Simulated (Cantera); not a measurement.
## Equilibrium for tantalum, niobium, vanadium and zirconium in process gases: Ta + H2O + O2

Feed: 1 mol Ta, 13 mol H2O, a varied amount of O2, at 2348.15 K and 16000 Pa.

Method: chemical equilibrium by Gibbs-energy minimisation in Cantera with the NASA 1993 tables (ideal gas, pure condensed phases). Candidate condensed phases: H2O, Ta, Ta2O5; 12 gas species. Rates play no part.

```tsv
n(O2) (mol)	log p H2O	log p H2	log p O2	log p OH	log p H	log p O	log p TaO2	log p HO2	n Ta2O5(l)
0.12	-0.89	-1.56	-3.80	-2.78	-2.69	-4.08	-5.38	-7.31	0.500
0.17	-0.89	-1.58	-3.75	-2.77	-2.70	-4.06	-5.39	-7.28	0.500
0.26	-0.88	-1.61	-3.67	-2.75	-2.71	-4.02	-5.41	-7.21	0.500
0.38	-0.87	-1.66	-3.56	-2.71	-2.74	-3.96	-5.44	-7.12	0.500
0.55	-0.86	-1.74	-3.38	-2.66	-2.78	-3.87	-5.48	-6.98	0.500
0.81	-0.85	-1.88	-3.07	-2.58	-2.85	-3.72	-5.56	-6.74	0.500
1.2	-0.84	-2.11	-2.59	-2.46	-2.96	-3.48	-5.68	-6.38	0.500
1.7	-0.84	-2.32	-2.19	-2.36	-3.07	-3.28	-5.78	-6.08	0.500
2.5	-0.87	-2.50	-1.86	-2.29	-3.16	-3.12	-5.86	-5.85	0.500
3.7	-0.90	-2.66	-1.62	-2.24	-3.24	-2.99	-5.92	-5.68	0.500
```
log p: log10 of the partial pressure in bar; n: condensed amount in mol.

From 0.12 mol O2 to 3.7 mol O2 the condensed part is Ta2O5(l). The main Ta-bearing gas is TaO2 throughout.
